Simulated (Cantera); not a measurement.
A perfectly stirred reactor is fed with CH₄ : H₂ : H = 0.047 : 1 : 0.0031 (molar parts), at 82.5 Torr; it is held at 2750 K, and followed from long to short residence time.

Detailed kinetics in Cantera: GRI-Mech 3.0 (53 species, 325 reactions). GRI-Mech 3.0 stops at C3 and has no aromatics, soot or wall deposition, so with more carbon than oxygen in the feed, carbon stays in small species such as C2H2 where larger ones or solid carbon would form.

**Question.** What does this change do: pressure from 82.5 Torr to 120 Torr?

**Answer.** 
```csv
quantity,before,after
x(CH₄) at τ = 24.0 s,6.62e-6,1.02e-5
x(H₂) at τ = 24.0 s,0.795,0.824
x(H) at τ = 24.0 s,0.185,0.156
x(CH₃) at τ = 24.0 s,2.59e-5,3.26e-5
x(C₂H₆) at τ = 24.0 s,2.42e-12,5.57e-12
x(CH₄) at τ = 85.0 ms,1.99e-5,2.46e-5
x(H₂) at τ = 85.0 ms,0.809,0.831
x(H) at τ = 85.0 ms,0.171,0.149
x(CH₃) at τ = 85.0 ms,7.05e-5,7.40e-5
x(C₂H₆) at τ = 85.0 ms,1.96e-11,2.97e-11
```

**Question.** What does this change do: 0.038 parts H2O added?

**Answer.** 
```tsv
quantity	before	after
x(CH₄) at τ = 24.0 s	6.62e-6	2.92e-6
x(H₂) at τ = 24.0 s	0.795	0.783
x(H) at τ = 24.0 s	0.185	0.184
x(CH₃) at τ = 24.0 s	2.59e-5	1.15e-5
x(C₂H₆) at τ = 24.0 s	2.42e-12	<1e-12
x(CH₄) at τ = 85.0 ms	1.99e-5	2.52e-5
x(H₂) at τ = 85.0 ms	0.809	0.804
x(H) at τ = 85.0 ms	0.171	0.162
x(CH₃) at τ = 85.0 ms	7.05e-5	8.48e-5
x(C₂H₆) at τ = 85.0 ms	1.96e-11	3.05e-11
```
